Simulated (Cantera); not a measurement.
A closed system holds: 1 mol SiH₂Cl₂, a varied amount of H₂, 1.1 mol HCl, at 1048.15 K and 1800 Pa.

Equilibrium computed with Cantera from the NASA thermochemical tables; the gas is ideal and each condensed phase is pure. Candidate condensed phases: Si; 19 gas species. Rates play no part.

### Question
What share of the Si ends up in condensed phases as a function of n(H₂) (mol), at 24, 28, 32, 37, 43, 50, 58, 67, 78, 90, 100, 120, 140?

### Answer
```
n(H₂) (mol)  Si condensed (%)     as
-----------  ----------------  -----
24                       35.5  Si(s)
28                       37.4  Si(s)
32                       39.2  Si(s)
37                       41.3  Si(s)
43                       43.8  Si(s)
50                       46.4  Si(s)
58                       49.2  Si(s)
67                       52.2  Si(s)
78                       55.5  Si(s)
90                       58.8  Si(s)
100                      61.3  Si(s)
120                      65.8  Si(s)
140                      69.7  Si(s)
```
